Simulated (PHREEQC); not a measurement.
Brine

Make-up at 77 °C and 50 atm: 2.4 mol CaCl2 and 0.0003 mol H4SiO4 per kg of water. Closed to the air; pH follows from the charge balance.

Equilibrium calculation in PHREEQC: Pitzer model, pitzer.dat.

Precipitation was switched off in this run.

Question: Estimate the pH, density, activity of water.

Answer: pH 5.09; density 1.160 g/cm³; activity of water 0.833.

In brines, pH and single-ion activities rest on the MacInnes convention. Under pressure, the constants of complexes without a molar volume in the database are unreliable. Away from 25 °C the constants follow the database's enthalpies or fits; those with neither stay at their 25 °C values.
